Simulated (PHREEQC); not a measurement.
Consider water at 25 °C with 5.1 mmol/kgw HF, 1.25 mmol/kgw KF, 0.59 mmol/kgw H4SiO4 and 0.085 mmol/kgw HCl. Closed to the air; pH follows from the charge balance.

Computed with PHREEQC (ion-association model, wateq4f.dat).

No solid was allowed to form.

Q: Estimate the pH, ionic strength.

A: pH 2.96; ionic strength 0.00292 mol/kgw.

Q: In which forms is Si present?

A: SiF6-2 88 %, H4SiO4 12 % of the Si.

Complexes and solids missing from the database can't appear. SiF6-2 is the database's only silicon fluoride.
